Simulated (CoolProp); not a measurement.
A simple Rankine cycle with carbonyl sulfide: condensing at 292.15 K, boiler at 4.88 MPa, turbine inlet 368.2 K, turbine efficiency 0.9, pump efficiency 0.8, no recuperator. Each further row changes one setting.

Values from CoolProp's reference Helmholtz-energy equation of state, Lemmon 2006. It is a short technical equation, of lower accuracy than the large ones.

```
case                             thermal efficiency (%)  net work (kJ/kg)  heat in (kJ/kg)  turbine exit temperature (K)  volume ratio over the turbine
-------------------------------  ----------------------  ----------------  ---------------  ----------------------------  -----------------------------
as stated                                          14.1              35.2              251                         292.2                           4.37
turbine inlet 388.2 K                              14.7               ___              ___                         292.2                           3.90
condensing temperature 284.15 K                    15.5              40.6              ___                         284.1                            ___
boiler pressure 3.42 MPa                           11.9               ___              283                         292.2                           2.74
turbine efficiency 0.8                             12.3               ___              251                         292.2                           4.46
```

What belongs in the gaps?


- turbine inlet 388.2 K, net work (kJ/kg): 41.5
- turbine inlet 388.2 K, heat in (kJ/kg): 282
- condensing temperature 284.15 K, heat in (kJ/kg): 261
- condensing temperature 284.15 K, volume ratio over the turbine: 5.34
- boiler pressure 3.42 MPa, net work (kJ/kg): 33.8
- turbine efficiency 0.8, net work (kJ/kg): 30.8

The expansion ends wet for: as stated; turbine inlet 388.2 K; condensing temperature 284.15 K; boiler pressure 3.42 MPa; turbine efficiency 0.8.
